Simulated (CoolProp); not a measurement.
A simple Rankine cycle with R1336mzz(E): condensing at 327.15 K, boiler at 2.21 MPa, turbine inlet 407.1 K, turbine efficiency 0.8, pump efficiency 0.6, no recuperator. Each further row changes one setting.

Values from CoolProp's reference Helmholtz-energy equation of state, Akasaka 2023.

| case | thermal efficiency (%) | net work (kJ/kg) | heat in (kJ/kg) | turbine exit temperature (K) | volume ratio over the turbine |
|---|---|---|---|---|---|
| as stated | 9.2 | 16.1 | 175 | 361.0 | 5.66 |
| condensing temperature 319.15 K | 10.3 | 19.1 | 185 | 356.1 | 7.19 |
| boiler pressure 1.55 MPa | 7.6 | 14.2 | 187 | 376.4 | 3.50 |
| turbine efficiency 0.7 | 7.9 | 13.8 | 175 | 363.5 | 5.71 |
